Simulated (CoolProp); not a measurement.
Vapour-liquid equilibrium of benzene (1) + n-heptane (2) at 151.45 °C; x and y are mole fractions of (1).

Values from CoolProp's multi-fluid Helmholtz-energy mixture model, Thol 2012 and Span 2003; pair parameters Bell 2016.

| x | bubble pressure, mixture model (MPa) | bubble pressure, Raoult's law (MPa) | y, mixture model | y, Raoult's law |
|---|---|---|---|---|
| 0.05 | 0.4015 | 0.3961 | 0.082 | 0.076 |
| 0.2 | 0.4488 | 0.4283 | 0.295 | 0.280 |
| 0.35 | 0.4919 | 0.4604 | 0.464 | 0.456 |
| 0.5 | 0.5286 | 0.4926 | 0.601 | 0.609 |
| 0.65 | 0.5584 | 0.5248 | 0.721 | 0.743 |
| 0.8 | 0.5813 | 0.5569 | 0.834 | 0.862 |
| 0.95 | 0.5967 | 0.5891 | 0.955 | 0.967 |

The largest gap from Raoult's law is +7.3 % in bubble pressure, at x = 0.5. No azeotrope shows between x = 0.05 and 0.95.

Pair parameters are fitted to limited data, so mixtures are less certain than the pure fluids.
